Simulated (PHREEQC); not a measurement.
## Ultrapure water in contact with air or piping (model solution)

Model water analysis in mg/L, 38 °C, pH 5.96, pe 11.5:

```csv
constituent,mg/L
Na,0.0568
K,0.00301
Ca,0.0092
Mg,0.0359
Cl,0.0153
S(6) as SO4,0.242
Alkalinity as HCO3,0.0341
B,0.000129
Cu(2),0.000542
```

Valence states are taken as typed.

The numbers come from PHREEQC with the ion-association model, phreeqc.dat.

No solid was allowed to form.

Task: Predict the charge-balance error.

Result: charge-balance error -0.4 %.

Task: In which forms is Cu present?

Result: Cu+2 97 %, Cu(OH)2 1.7 %, CuOH+ 0.9 % of the Cu.

Away from 25 °C the constants follow the database's enthalpies or fits; those with neither stay at their 25 °C values.
